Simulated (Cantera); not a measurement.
## Moist CO burnout

An isothermal, constant-pressure homogeneous reactor starts with CO : O2 : H2O : N2 = 0.00024 : 0.02 : 0.0038 : 1 (molar parts), equivalence ratio 0.0060, at 1225 K and 1.60 bar.

Model: GRI-Mech 3.0 (53 species, 325 reactions), integrated in Cantera.

```
t (s)         x CO    x O2    x H2O     x N2O       x O
--------  --------  ------  -------  --------  --------
0.000100  0.000234  0.0195  0.00371    <1e-12  5.08e-11
0.000255  0.000234  0.0195  0.00371    <1e-12  1.22e-10
0.000652  0.000234  0.0195  0.00371    <1e-12  2.87e-10
0.00166   0.000234  0.0195  0.00371    <1e-12  8.25e-10
0.00425   0.000234  0.0195  0.00371  9.82e-12   6.64e-9
0.0108    0.000231  0.0195  0.00371   1.48e-9   8.15e-7
0.0277    0.000121  0.0195  0.00371   8.65e-8   3.98e-6
0.0707     3.18e-5  0.0194  0.00371   1.88e-7   1.12e-6
0.181      5.25e-6  0.0194  0.00371   2.34e-7   2.25e-7
0.461      6.13e-7  0.0194  0.00371   2.17e-7   4.37e-8
1.18       4.39e-8  0.0194  0.00371   1.41e-7   1.16e-8
3.00      7.62e-10  0.0194  0.00371   4.57e-8   5.84e-9
7.67      4.22e-11  0.0194  0.00371   9.29e-9   4.72e-9
19.6      4.16e-11  0.0194  0.00371   7.80e-9   4.67e-9
50.0      4.16e-11  0.0194  0.00371   7.80e-9   4.67e-9
```
x: mole fraction; the columns are a selection and need not sum to one.

Equilibrium at this temperature and pressure: CO 4.16e-11, O2 0.0194, H2O 0.00371, N2O 7.79e-9, O 4.66e-9 (gas phase only).
